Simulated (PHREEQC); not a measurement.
Dissolve 0.065 mol HNO3, 0.00021 mol H4SiO4 and 0.0086 mol CO2 per kg of water at 25 °C and 500 atm. Closed to the air; pH follows from the charge balance.

Computed with PHREEQC (ion-association model, phreeqc.dat).

Each row changes one thing in this solution. Precipitation was switched off in this run.

| case | pH | SI of Chalcedony (SiO2) |
|---|---|---|
| as made | 1.26 | -0.17 |
| temperature from 25 to 15 °C | 1.26 | -0.04 |
| temperature from 25 to 70 °C | 1.26 | ___ |
| 0.029 mol/kgw Cd(NO3)2 added | ___ | ___ |
| CO2 left out | 1.26 | -0.17 |
| 0.0061 mol/kgw HBr added | ___ | -0.17 |
| H4SiO4 from 0.00021 to 0.00105 mol/kgw | 1.26 | ___ |
| H4SiO4 replaced by K2SiO3 at the same molality | 1.26 | -0.17 |

Q: Fill in the missing entries.

A: 
- temperature from 25 to 70 °C, SI of Chalcedony (SiO2): -0.64
- 0.029 mol/kgw Cd(NO3)2 added, pH: 1.28
- 0.029 mol/kgw Cd(NO3)2 added, SI of Chalcedony (SiO2): -0.16
- 0.0061 mol/kgw HBr added, pH: 1.22
- H4SiO4 from 0.00021 to 0.00105 mol/kgw, SI of Chalcedony (SiO2): +0.53

Some of these states are supersaturated (in Quartz (slow to form), Chalcedony (slow to form), for instance). Under pressure, the constants of complexes without a molar volume in the database are unreliable. Constants without temperature data keep their 25 °C values here.
